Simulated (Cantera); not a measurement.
A Cantera script and its output.

```python
import numpy as np
import cantera as ct

gas = ct.Solution("gri30.yaml")


def delay(T, t_max=10):
    gas.TPX = T, 200000, {'CO': 1, 'H2': 0.048, 'CH4': 0.17, 'O2': 0.72, 'N2': 2.71}
    reactor = ct.IdealGasConstPressureReactor(gas, clone=False)
    net = ct.ReactorNet([reactor])
    net.rtol, net.atol = 1e-8, 1e-16
    while net.time < t_max:
        t_old, T_old = net.time, reactor.T
        net.step()
        if reactor.T > T + 400:  # ignition: a rise of 400 K
            return t_old + (T + 400 - T_old) / (reactor.T - T_old) * (net.time - t_old)
    return np.nan


taus = []
for T in [1250, 1350, 1450, 1550, 1650, 1750, 1850, 1950, 2050]:
    taus.append(delay(T))
    print(f"T0 = {T:6g} K   tau = {taus[-1]:.4e} s")
```

Result:

```
T0 =   1250 K   tau = 9.5422e-04 s
T0 =   1350 K   tau = 4.2767e-04 s
T0 =   1450 K   tau = 2.0837e-04 s
T0 =   1550 K   tau = 1.1231e-04 s
T0 =   1650 K   tau = 6.5827e-05 s
T0 =   1750 K   tau = 4.0930e-05 s
T0 =   1850 K   tau = 2.6595e-05 s
T0 =   1950 K   tau = 1.8041e-05 s
T0 =   2050 K   tau = 1.3167e-05 s
```

Computed with Cantera and GRI-Mech 3.0 (53 species, 325 reactions).
